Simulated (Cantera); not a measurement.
**Silicon nitride deposition: SiH2Cl2 + N2**

Charge: 1 mol SiH2Cl2, 47 mol N2, at 890 Pa.

Equilibrium computed with Cantera from the NASA thermochemical tables; the gas is ideal and each condensed phase is pure. Candidate condensed phases: NH4Cl, Si, Si3N4; 28 gas species. N2 is the only nitrogen source here; it is nearly inert below about 1500 K, so the nitride shown seldom forms there in practice. The tables' values for SiCl3, SiCl are old estimates; treat these amounts as uncertain. Equilibrium is a limit: real reactors are often held back by kinetics, nucleation or transport.

From 948 K to 1773 K the condensed part is Si3N4(s). The main Si-bearing gas is SiCl4 at 948 K and SiCl2 at 1773 K. The share of Si in condensed phases is highest at 1173 K (89.0 %) and lowest at 1773 K (23.2 %).

```tsv
T (K)	x N2	x HCl	x H2	x SiCl2	x SiCl4	x SiCl3	n Si3N4(s)
948	0.961	0.0309	0.00526	8.23e-8	0.00263	2.53e-6	0.291
1023	0.961	0.0316	0.00490	1.09e-6	0.00244	1.12e-5	0.294
1098	0.961	0.0322	0.00461	1.01e-5	0.00227	4.04e-5	0.296
1173	0.961	0.0326	0.00441	6.90e-5	0.00208	0.000121	0.297
1248	0.961	0.0327	0.00435	0.000357	0.00177	0.000296	0.294
1323	0.960	0.0321	0.00463	0.00136	0.00122	0.000550	0.283
1398	0.960	0.0300	0.00562	0.00351	0.000546	0.000670	0.257
1473	0.959	0.0262	0.00747	0.00633	0.000157	0.000539	0.220
1548	0.959	0.0216	0.00976	0.00915	3.71e-5	0.000348	0.179
1623	0.959	0.0170	0.0120	0.0117	8.39e-6	0.000205	0.140
1698	0.959	0.0130	0.0139	0.0137	1.94e-6	0.000116	0.107
1773	0.959	0.00982	0.0154	0.0153	4.71e-7	6.51e-5	0.0774
```
x: gas mole fraction; n: condensed amount in mol.
